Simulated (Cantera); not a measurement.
# Adiabatic ignition

An adiabatic, constant-volume homogeneous reactor starts with CH4 : O2 : N2 : H2O : CO2 = 1 : 4.65 : 17.5 : 6.6 : 0.14 (molar parts), equivalence ratio 0.43, at 1725 K and 760 Torr.

Detailed kinetics in Cantera: GRI-Mech 3.0 (53 species, 325 reactions).

```csv
t (s),T (K),P (bar),x CH4,x O2,x H2O,x O,x NO
3.00e-6,1725,1.01,0.0334,0.156,0.221,2.40e-7,<1e-12
9.72e-6,1725,1.01,0.0334,0.156,0.221,3.59e-7,<1e-12
3.15e-5,1725,1.01,0.0333,0.156,0.221,8.56e-7,3.93e-12
0.000102,1728,1.02,0.0316,0.155,0.222,6.87e-6,6.73e-11
0.000330,2397,1.42,<1e-12,0.0864,0.275,0.00246,5.49e-5
0.00107,2407,1.42,<1e-12,0.0863,0.276,0.00223,0.000291
0.00346,2405,1.42,<1e-12,0.0859,0.276,0.00221,0.00103
0.0112,2402,1.42,<1e-12,0.0849,0.276,0.00215,0.00317
0.0363,2394,1.42,<1e-12,0.0828,0.276,0.00204,0.00742
0.118,2390,1.41,<1e-12,0.0816,0.276,0.00198,0.00995
0.381,2389,1.41,<1e-12,0.0816,0.277,0.00198,0.0100
1.23,2389,1.41,<1e-12,0.0816,0.277,0.00198,0.0100
4.00,2389,1.41,<1e-12,0.0816,0.277,0.00198,0.0100
```
x: mole fraction; the columns are a selection and need not sum to one.

```json
{
 "time_of_steepest_temperature_rise": "0.172 ms",
 "temperature at 4.00 s": "2389 K",
 "equilibrium_temperature": "2389 K",
 "x(CH4) at 4.00 s": "<1e-12 (gas-phase equilibrium <1e-12)",
 "x(O2) at 4.00 s": "0.0816 (gas-phase equilibrium 0.0816)",
 "x(H2O) at 4.00 s": "0.277 (gas-phase equilibrium 0.277)"
}
```
